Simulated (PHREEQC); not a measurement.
A column of 1 m (30 cells, dispersivity 0.05 m, 720 s a shift, diffusion coefficient 3e-10 m²/s) holds 0.0041 eq of the database's cation exchanger X per kg of pore water, first in equilibrium with 46 mmol/kgw LiCl, 42 mmol/kgw ZnCl2 and 0.01 mmol/kgw HCl. It is flushed with 8.8 mmol/kgw LiCl and 0.01 mmol/kgw HCl, at 25 °C. Values are for the last cell. The system is closed to CO2. No solid was allowed to form.

Base run: PHREEQC, ion-association model, phreeqc.dat. Each further column changes one thing. The table gives LiX on the exchanger (mol/kgw).

| pore volumes | base | exchange capacity from 0.0041 to 0.0021 eq/kgw | dispersivity from 0.05 to 0.1 m |
|---|---|---|---|
| 0 | 0.000310 | 0.000159 | 0.000310 |
| 0.5167 | 0.000307 | 0.000157 | 0.000301 |
| 1.017 | 0.000251 | 0.000128 | 0.000249 |
| 1.517 | 0.000266 | 0.000139 | 0.000248 |
| 2.017 | 0.000449 | 0.000256 | 0.000338 |
| 2.517 | 0.000650 | 0.000396 | 0.000495 |
| 3.017 | 0.000798 | 0.000496 | 0.000654 |
